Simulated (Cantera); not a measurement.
An adiabatic, constant-pressure homogeneous reactor starts with 4.32 % C₃H₈, 18.0 % O₂, 67.8 % N₂, 9.93 % H₂O, equivalence ratio 1.2, at 1048 K and 11.0 bar.

Computed with Cantera and GRI-Mech 3.0 (53 species, 325 reactions). GRI-Mech 3.0 was tuned for natural gas; its chemistry of propane as a main component is partial and can be far from experiment.

Predict: time of steepest temperature rise; temperature at 4.00 s; equilibrium temperature; x(O₂) at 4.00 s; x(H₂O) at 4.00 s; x(CH₂O) at 4.00 s; x(CO) at 4.00 s; x(HO₂) at 4.00 s.


```
Item                                                                   Value
---------------------------------  -----------------------------------------
time of steepest temperature rise                                    26.0 ms
temperature at 4.00 s                                                 2572 K
equilibrium temperature                                               2572 K
x(O₂) at 4.00 s                    0.000625 (gas-phase equilibrium 0.000625)
x(H₂O) at 4.00 s                         0.226 (gas-phase equilibrium 0.226)
x(CH₂O) at 4.00 s                    4.72e-9 (gas-phase equilibrium 4.72e-9)
x(CO) at 4.00 s                        0.0469 (gas-phase equilibrium 0.0469)
x(HO₂) at 4.00 s                     5.97e-7 (gas-phase equilibrium 5.97e-7)
```
